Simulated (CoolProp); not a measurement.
Values from CoolProp's reference Helmholtz-energy equation of state, Schmidt 1985.

Question: For oxygen, give the phase and the speed of sound (m/s), Joule-Thomson coefficient (K/MPa), conductivity (mW/(m K)) at 85.9 K and 0.0384 MPa; 85.9 K and 0.311 MPa; 85.9 K and 0.886 MPa.

Answer: 
- 85.9 K and 0.0384 MPa: gas; speed of sound 175, Joule-Thomson coefficient 24.3, conductivity 7.62
- 85.9 K and 0.311 MPa: liquid; speed of sound 941, Joule-Thomson coefficient -0.327, conductivity 157
- 85.9 K and 0.886 MPa: liquid; speed of sound 943, Joule-Thomson coefficient -0.328, conductivity 158

Thermal conductivity comes from a separate model (Lemmon 2004).
